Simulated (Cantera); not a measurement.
A closed system holds: 1 mol SiHCl₃, 1.3 mol HCl, 82 mol H₂, equilibrated at 13.3 mbar.

These are equilibrium values from Cantera (NASA tables, ideal gas, pure condensed phases), not measurements of a reactor. Candidate condensed phases: Si; 19 gas species. Gases not in the tables: Si₂H₆ and higher silanes. The numbers say what is thermodynamically allowed, not how fast it happens.

**Question.** What share of the Si ends up in condensed phases as a function of T (K), at 1448, 1548, 1648, 1748, 1848, 1948, 2048, 2148, 2248?

**Answer.** 
```json
[
 {"T (K)": "1448", "Si condensed (%)": "55.4", "as": "Si(s)"},
 {"T (K)": "1548", "Si condensed (%)": "53.3", "as": "Si(s)"},
 {"T (K)": "1648", "Si condensed (%)": "51.1", "as": "Si(s)"},
 {"T (K)": "1748", "Si condensed (%)": "51.8", "as": "Si(l)"},
 {"T (K)": "1848", "Si condensed (%)": "51.8", "as": "Si(l)"},
 {"T (K)": "1948", "Si condensed (%)": "41.8", "as": "Si(l)"},
 {"T (K)": "2048", "Si condensed (%)": "4.8", "as": "Si(l)"},
 {"T (K)": "2148", "Si condensed (%)": "0.0", "as": "-"},
 {"T (K)": "2248", "Si condensed (%)": "0.0", "as": "-"}
]
```
